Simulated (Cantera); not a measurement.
Charge: 1 mol V, 0.12 mol N2O, 38 mol H2, held at 0.00570 Torr.

Cantera equilibrium calculation (NASA polynomials, part measured and part estimated; ideal gas, pure solids and liquids). Candidate condensed phases: H2O, V, VN, VO, V2O3, V2O4, V2O5; 28 gas species. Rates play no part. All values below are at 2050 K.

Base state: H 0.543, H2 0.436, V 0.0164, N2 0.00223, VO 0.00214, H2O 2.82e-5, VO2 2.75e-5 (mole fractions); condensed: gas only.

**Question.** What changes in the equilibrium state with this change: pressure from 0.00570 Torr to 28.5 Torr?

**Answer.** 
```
species      before     after
----------  -------  --------
H2            0.436     0.985
H             0.543    0.0115
N2          0.00223   0.00313
V            0.0164  0.000127
VO          0.00214  0.000109
H2O         2.82e-5  0.000418
VO2         2.75e-5   9.15e-6
V(s), mol         0     0.892
VO(s), mol        0    0.0991
```
Mutual solubility and eutectic melting of coexisting phases are not modelled. VO: taken at fixed stoichiometry. Condensed phases not in the tables: V2N, N, O or C dissolved in the metal.
